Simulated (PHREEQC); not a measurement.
**City or well water**

A made-up water analysis in mg/L, 25 °C, pH 6.42, pe 11.2: Na 119; K 5.15; Ca 36.9; Mg 22.1; Cl 160; S(6) as SO4 194; Alkalinity as HCO3 13.5; B 2.02; Si as SiO2 0.327; Cd 25.7.

Valence states are taken as typed.

The numbers come from PHREEQC with the ion-association model, phreeqc.dat.

Each row changes one thing in this solution. This is a speciation only: nothing precipitates in the calculation.

```tsv
case	ionic strength (mol/kgw)	SO4-2 (mol/kgw)	Ca+2 (mol/kgw)	Mg+2 (mol/kgw)	HCO3- (mol/kgw)	CO2 (mol/kgw)	SI of Otavite (CdCO3)	SI of Quartz (SiO2)
as made	0.0120	0.00172	0.000815	0.000776	0.000217	0.000166	+0.47	-1.28
pH from 6.42 to 5.92 at the same alkalinity	0.0120	0.00172	0.000815	0.000776	0.000219	0.000530	-0.02	-1.28
temperature from 25 to 35 °C at the same typed pH	0.0118	0.00169	0.000811	0.000749	0.000217	0.000151	+0.54	-1.42
all concentrations times 3 at the same typed pH	0.0338	0.00464	0.00227	0.00210	0.000638	0.000460	+1.16	-0.80
S(6) from 194 to 97 mg/L	0.0104	0.000847	0.000862	0.000835	0.000217	0.000167	+0.52	-1.28
```

Some of these states are supersaturated (in Otavite, for instance).
